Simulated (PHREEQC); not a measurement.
## Acid mine or pickling water: speciation

A made-up water analysis in mmol/kgw, 20 °C, pH 2.59, pe 10.2: Na 18.9; K 2.38; Ca 9.02; Mg 11.9; Cl 22; S(6) 23.1; Zn 1.48; Li 0.0796.

Valence states are taken as typed.

The numbers come from PHREEQC with the ion-association model, phreeqc.dat.

This is a speciation only: nothing precipitates in the calculation.

**Question.** Estimate the ionic strength.

**Answer.** ionic strength 0.0829 mol/kgw.

**Question.** In which forms is Na present?

**Answer.** Na+ 97 %, NaSO4- 2.6 % of the Na.
